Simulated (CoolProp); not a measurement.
Vapour-liquid equilibrium of R13 (1) + propylene (2) at -5.85 °C; x and y are mole fractions of (1).

Computed with CoolProp (multi-fluid Helmholtz-energy mixture model, Platzer 1990 and Lemmon 2013; pair parameters Bell 2016). This equation is an older, rougher fit; its heat capacities, sound speeds and derivatives of the liquid may be far off and weren't checked against measurements.

```
x     bubble pressure, mixture model (MPa)  bubble pressure, Raoult's law (MPa)  y, mixture model  y, Raoult's law
----  ------------------------------------  -----------------------------------  ----------------  ---------------
0.05                                     …                               0.5488             0.193            0.154
0.15                                0.7701                               0.6693                 …            0.380
0.25                                0.9224                               0.7898             0.544            0.536
0.35                                 1.054                               0.9104                 …            0.651
0.45                                 1.169                                1.031             0.697            0.739
0.55                                 1.274                                1.151             0.753            0.809
0.65                                 1.373                                1.272             0.804            0.866
0.75                                 1.467                                1.392             0.855            0.912
0.85                                 1.560                                1.513             0.909            0.952
0.95                                 1.650                                1.634             0.968            0.985
```

**Question.** Fill in the missing entries.

**Answer.** 
- 0.05, bubble pressure, mixture model (MPa): 0.5905
- 0.15, y, mixture model: 0.416
- 0.35, y, mixture model: 0.631

The largest gap from Raoult's law is +16.8 % in bubble pressure, at x = 0.25. No azeotrope shows between x = 0.05 and 0.95.

The pair parameters rest on a limited set of measurements; away from them the model extrapolates.
